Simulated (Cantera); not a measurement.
## Ignition delay

Mixture: CH3OH : O2 : N2 = 1 : 1.15 : 4.34 (molar parts), at 7.80 atm, adiabatic and at constant pressure. Ignition delay is the time to a rise of 400 K.

Detailed kinetics in Cantera: GRI-Mech 3.0 (53 species, 325 reactions). GRI-Mech 3.0 was tuned for natural gas; its chemistry of methanol as a main component is partial and can be far from experiment.

```
T0 (K)  delay (ms)
------  ----------
1323         0.259
1398         0.101
1473        0.0444
1548        0.0218
1623        0.0117
1698       0.00672
```

| Quantity | Value |
|---|---|
| apparent activation energy between 1548 and 1698 K | 170 kJ/mol |
